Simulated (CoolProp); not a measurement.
Vapour-liquid equilibrium of R1234yf (1) + R227EA (2) at 51.4 kPa; x and y are mole fractions of (1).

Model: multi-fluid Helmholtz-energy mixture model, Lemmon 2022 and Lemmon 2016; pair parameters Bell 2016, in CoolProp.

| x | bubble temperature (K) | y at the bubble point | dew temperature at overall composition x (K) | liquid density (mol/L) |
|---|---|---|---|---|
| 0.05 | 241.3 | 0.090 | 241.7 | 9.466 |
| 0.15 | 239.6 | 0.248 | 240.7 | 9.653 |
| 0.25 | 238.1 | 0.383 | 239.6 | 9.843 |
| 0.35 | 236.7 | 0.501 | 238.5 | 10.04 |
| 0.45 | 235.4 | 0.604 | 237.3 | 10.24 |
| 0.55 | 234.2 | 0.695 | 236.1 | 10.44 |
| 0.65 | 233.0 | 0.777 | 234.8 | 10.65 |
| 0.75 | 231.9 | 0.849 | 233.4 | 10.86 |
| 0.85 | 230.8 | 0.915 | 231.9 | 11.08 |
| 0.95 | 229.8 | 0.973 | 230.2 | 11.31 |

No azeotrope shows between x = 0.05 and 0.95.

Pair parameters are fitted to limited data, so mixtures are less certain than the pure fluids.
